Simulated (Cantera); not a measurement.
An isothermal, constant-pressure homogeneous reactor starts with 1.72 % CH₄, 98.3 % N₂, at 1923 K and 120000 Pa.

Cantera simulation using GRI-Mech 3.0 (53 species, 325 reactions); the numbers are that mechanism's predictions, not measurements. GRI-Mech 3.0 stops at C3 and has no aromatics, soot or wall deposition, so with more carbon than oxygen in the feed, carbon stays in small species such as C2H2 where larger ones or solid carbon would form.

Predict: x(CH₄) at 20.0 s; x(C₂H₂) at 20.0 s; x(C₂H₄) at 20.0 s; x(C₂H) at 20.0 s; x(H₂) at 20.0 s; x(CH₂) at 20.0 s.


| Quantity | Value |
|---|---|
| x(CH₄) at 20.0 s | 8.01e-6 (gas-phase equilibrium 2.90e-6) |
| x(C₂H₂) at 20.0 s | 0.00830 (gas-phase equilibrium 0.000594) |
| x(C₂H₄) at 20.0 s | 2.64e-6 (gas-phase equilibrium 1.89e-7) |
| x(C₂H) at 20.0 s | 6.42e-7 (gas-phase equilibrium 4.60e-8) |
| x(H₂) at 20.0 s | 0.0253 (gas-phase equilibrium 0.0253) |
| x(CH₂) at 20.0 s | 5.81e-9 (gas-phase equilibrium 2.11e-9) |
